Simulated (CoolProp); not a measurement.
A simple Rankine cycle with c-C4F8 (RC318): condensing at 319.15 K, boiler at 1.97 MPa, turbine inlet 499 K, turbine efficiency 0.8, pump efficiency 0.6, no recuperator. Each further row changes one setting.

The numbers come from the reference Helmholtz-energy equation of state, Platzer 1990 in CoolProp. This equation is an older, rougher fit; its heat capacities, sound speeds and derivatives of the liquid may be far off and weren't checked against measurements.

| case | thermal efficiency (%) | net work (kJ/kg) | heat in (kJ/kg) | turbine exit temperature (K) | volume ratio over the turbine |
|---|---|---|---|---|---|
| as stated | 6.5 | 16.8 | 259 | 475.4 | 3.44 |
| condensing temperature 311.15 K | 7.5 | 20.1 | 268 | 471.5 | 4.30 |
| boiler pressure 1.38 MPa | 4.7 | 12.4 | 262 | 482.9 | 2.38 |
| turbine efficiency 0.7 | 5.6 | 14.5 | 259 | 477.6 | 3.46 |
